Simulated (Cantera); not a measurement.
Charge: 1 mol SiH4, 0.77 mol NH3, 60 mol N2, at 1498 K and 910 Pa.

These are equilibrium values from Cantera (NASA tables, ideal gas, pure condensed phases), not measurements of a reactor. Candidate condensed phases: Si, Si3N4; 18 gas species. Kinetics and transport are ignored.

Base state: N2 0.950, H2 0.0502, H 4.03e-5 (mole fractions); condensed: Si3N4(s).

### Question
What changes in the equilibrium state with this change: temperature from 1498 K to 1948 K?

### Answer
```
species         before    after
-------------  -------  -------
N2               0.950    0.946
H2              0.0502   0.0481
H              4.03e-5  0.00260
Si             3.34e-8  0.00255
Si2N             <1e-9  9.67e-5
Si2              <1e-9  2.33e-5
SiH            2.31e-9  4.11e-5
SiN            4.02e-9  7.01e-5
Si3N4(s), mol    0.333        0
Si(l), mol           0    0.814
```
The tables' values for SiN are old estimates; treat these amounts as uncertain.
